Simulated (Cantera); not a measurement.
**NO annealing gas**

A perfectly stirred reactor is fed with 35.7 % NO, 64.3 % N2, at 0.375 atm; it is held at 2223 K, and followed from long to short residence time.

Computed with Cantera and GRI-Mech 3.0 (53 species, 325 reactions).

```tsv
τ (s)	x NO	x NO2	x O	x O2	x N2	x N2O
0.93	0.0702	4.40e-5	0.00194	0.142	0.786	2.36e-6
0.49	0.106	6.21e-5	0.00182	0.125	0.768	5.00e-6
0.26	0.156	8.21e-5	0.00165	0.0996	0.743	1.07e-5
0.14	0.214	9.59e-5	0.00141	0.0705	0.714	2.05e-5
0.071	0.274	9.58e-5	0.00112	0.0408	0.684	3.46e-5
0.038	0.312	8.45e-5	0.000888	0.0218	0.665	4.62e-5
0.020	0.335	7.09e-5	0.000712	0.0108	0.654	5.40e-5
0.010	0.347	5.93e-5	0.000586	0.00489	0.648	5.81e-5
0.0055	0.352	5.16e-5	0.000508	0.00241	0.645	5.93e-5
0.0029	0.354	4.38e-5	0.000429	0.00107	0.644	5.85e-5
0.0015	0.356	3.46e-5	0.000335	0.000410	0.643	5.53e-5
```
x: mole fraction; the columns are a selection and need not sum to one.
